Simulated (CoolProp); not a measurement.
Vapour-liquid equilibrium of n-pentane (1) + the fluoroketone C6F12O (FK-5-1-12) (2) at 8.55 bar; x and y are mole fractions of (1).

Values from CoolProp's multi-fluid Helmholtz-energy mixture model, Thol 2019 and McLinden 2015; pair parameters Bell 2016.

```tsv
x	bubble temperature (K)	y at the bubble point	dew temperature at overall composition x (K)	liquid density (mol/L)
0.05	398.1	0.096	399.8	3.920
0.2	388.9	0.333	394.1	4.293
0.35	383.2	0.486	388.3	4.666
0.5	380.5	0.580	382.7	5.074
0.65	379.8	0.649	379.8	5.566
0.8	380.8	0.727	382.8	6.180
0.95	386.0	0.891	388.3	6.890
```

y crosses x between x = 0.5 and 0.65: the model has an azeotrope there.

The pair parameters rest on a limited set of measurements; away from them the model extrapolates.
